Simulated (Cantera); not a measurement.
## Thermodynamics of iron carbonyl, mercury and lead vapours, feed PbO + N₂

Feed: 1 mol PbO, 2.8 mol N₂, equilibrated at 1.20 bar.

Cantera equilibrium calculation (NASA polynomials, part measured and part estimated; ideal gas, pure solids and liquids). Candidate condensed phases: Pb, PbO, PbO₂, Pb₃O₄; 12 gas species. Kinetics and transport are ignored.

```csv
T (K),log p N₂,log p PbO,log p Pb,log p O₂,log p NO,n PbO(red),n PbO(yellow)
650,0.08,<-11,<-11,<-11,<-11,1.00,0
700,0.08,<-11,<-11,<-11,<-11,1.00,0
750,0.08,-11.38,-11.78,<-11,<-11,1.00,0
800,0.08,-10.15,-10.65,-11.29,-10.91,0,1.00
850,0.08,-9.08,-9.64,-10.19,-10.01,0,1.00
900,0.08,-8.13,-8.75,-9.23,-9.22,0,1.00
950,0.08,-7.28,-7.94,-8.37,-8.51,0,1.00
1000,0.08,-6.52,-7.21,-7.61,-7.88,0,1.000
1050,0.08,-5.83,-6.55,-6.93,-7.31,0,1.000
1100,0.08,-5.21,-5.95,-6.32,-6.80,0,1.000
1150,0.08,-4.64,-5.41,-5.76,-6.33,0,1.000
```
log p: log10 of the partial pressure in bar; n: condensed amount in mol.

From 650 K to 750 K the condensed part is PbO(red). From 800 K to 1150 K the condensed part is PbO(yellow).
